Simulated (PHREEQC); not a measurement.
A column of 1 m (40 cells, dispersivity 0.08 m, 300 s a shift, diffusion coefficient 3e-10 m²/s) holds 0.011 eq of the database's cation exchanger X per kg of pore water, first in equilibrium with 0.0075 mol CaCl2, 0.0065 mol CdCl2, 0.054 mol ZnCl2 and 1e-05 mol HCl per kg of water. It is flushed with 10 mmol/kgw NaCl, 3.6 mmol/kgw ZnSO4, 0.57 mmol/kgw MgCl2 and 0.01 mmol/kgw HCl, at 25 °C. Values are for the last cell. The system is closed to CO2. Precipitation was switched off in this run.

The numbers come from PHREEQC with the ion-association model, phreeqc.dat.

Task: Predict Mg in solution (mol/kgw) at pore volumes = 2.138, 2.263, 3.263, 3.513.

Result: 
```csv
pore volumes,Mg in solution (mol/kgw)
2.138,0.000340
2.263,0.000361
3.263,0.000506
3.513,0.000526
```

Complexes and solids missing from the database can't appear.
